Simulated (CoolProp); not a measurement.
Model: reference Helmholtz-energy equation of state, Wagner 2002, in CoolProp.

Problem. For water, give the phase and the density (kg/m³), cv (kJ/(kg K)), Prandtl number at 338.5 K and 3.16 bar; 338.5 K and 123 bar; 338.5 K and 593 bar.

Solution. 
- 338.5 K and 3.16 bar: liquid; density 980, cv 3.95, Prandtl number 2.75
- 338.5 K and 123 bar: liquid; density 986, cv 3.92, Prandtl number 2.73
- 338.5 K and 593 bar: liquid; density 1000, cv 3.83, Prandtl number 2.65

Viscosity comes from a separate model (Huber 2009). Thermal conductivity comes from a separate model (Huber 2012).
